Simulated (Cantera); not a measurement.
Input (Python, Cantera) and output of one run.

```python
import numpy as np
import cantera as ct

gas_names = """
    H H2 N NH NH2 NH3 N2 N2H2 N2H4 Pb Pb2
""".split()
cond_names = """
    Pb(cr) Pb(L)
""".split()


# ... load() reads the species with a 1 bar reference pressure and builds the phases ...
atoms = {
    'Pb': {'Pb': 1},
    'H2': {'H': 2},
    'N2': {'N': 2},
}
top_T = {}  # K; cautious upper limits of use, not melting points


# ... equilibrate(T, P, feed) seeds the gas with the atoms and calls Mixture.equilibrate('TP', solver="vcs", rtol=1e-11, max_steps=5000) ...
results = []
feed = {'Pb': 1, 'H2': 0.45, 'N2': 0.11}  # mol
T = 475  # K
P = 100000  # Pa
mix = equilibrate(T, P, feed)
results.append((T, P, feed, dict(zip(mix.species_names, mix.species_moles))))
x = sorted(zip(gas.X, gas.species_names), reverse=True)
print(f"T = {T:g} K  P = {P:g} Pa  gas = {mix.phase_moles(0):.4g} mol")
print("   x: " + "  ".join(f"{s} {v:.3e}" for v, s in x if v > 0.001))
print("   condensed (mol): " + ("  ".join(f"{mix.phase(i).name} {mix.phase_moles(i):.4g}"
      for i in range(1, mix.n_phases) if mix.phase_moles(i) > 1e-12) or "none"))
```

It prints:

```
T = 475 K  P = 100000 Pa  gas = 0.4917 mol
   x: H2 7.068e-01  N2 1.542e-01  NH3 1.390e-01
   condensed (mol): Pb(cr) 1
```

Equilibrium computed with Cantera from the NASA thermochemical tables; the gas is ideal and each condensed phase is pure.
